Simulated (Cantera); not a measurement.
Charge: 1 mol CH3F, 1.2 mol Si, 4.9 mol H2, equilibrated at 2752 °C and 1.33 mbar.

Method: chemical equilibrium by Gibbs-energy minimisation in Cantera with the NASA 1993 tables (ideal gas, pure condensed phases). Candidate condensed phases: C, C6H6, C7H8, C8H18, Si, SiC; 113 gas species. The tables' values for SiF, SiF2 are old estimates; treat these amounts as uncertain. Kinetics and transport are ignored.

Base state: H 0.791, Si 0.0726, HF 0.0545, H2 0.0287, C 0.0157, C3 0.0105, F 0.00972, SiC2 0.00682 (mole fractions); condensed: gas only.

Problem. What changes in the equilibrium state with this change: H2 from 4.9 to 14 mol?

Solution. 
```
species    before     after
-------  --------  --------
H           0.791     0.879
H2         0.0287    0.0355
Si         0.0726    0.0350
HF         0.0545    0.0261
C3         0.0105   0.00392
C          0.0157    0.0113
SiF2     0.000818   7.35e-5
Si2C      1.22e-5   2.05e-6
C5        2.21e-5   4.25e-6
SiF       0.00437  0.000911
SiC2      0.00682   0.00170
```
